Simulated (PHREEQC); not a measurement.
A solution holds 2.9 mol/kgw CaCl2 and 5.9 mol/kgw NaCl, at 25 °C. Closed to the air; pH follows from the charge balance.

Model: Pitzer model, pitzer.dat, run in PHREEQC.

Problem. The ionic strength comes out as 14.6 mol/kgw. What activity coefficients do Na+, Cl-, Ca+2 get?

Solution. Na+ 8.6, Cl- 0.88, Ca+2 250. Single-ion values are on the MacInnes scale.

No solid was allowed to form. Examples of supersaturated solids here: Halite. Others may be too.
